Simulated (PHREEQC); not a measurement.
A solution holds 0.0014 mol HCl, 0.1 mol Li2SO4 and 0.17 mol NiSO4 per kg of water, at 25 °C. Closed to the air; pH follows from the charge balance.

Model: ion-association model, wateq4f.dat, run in PHREEQC.

```
quantity                       before   after
-----------------------------  ------  ------
pH                               3.60    3.55
Li+ (mol/kgw)                   0.177   0.179
SO4-2 (mol/kgw)                 0.144   0.115
NiSO4 (mol/kgw)                 0.100  0.0478
Ni+2 (mol/kgw)                 0.0689  0.0369
SI of Morenosite (NiSO4:7H2O)   -0.90   -1.23
SI of Ni(OH)2 (Ni(OH)2)         -5.31   -5.69
```

**Question.** Name the change that produced these shifts.
A. Li2SO4 from 0.1 to 0.02 mol/kgw
B. NiSO4 from 0.17 to 0.085 mol/kgw
C. HCl left out
D. Li2SO4 from 0.1 to 0.05 mol/kgw
E. diluted 100-fold with water

**Answer.** B, NiSO4 from 0.17 to 0.085 mol/kgw

Precipitation was switched off in this run.
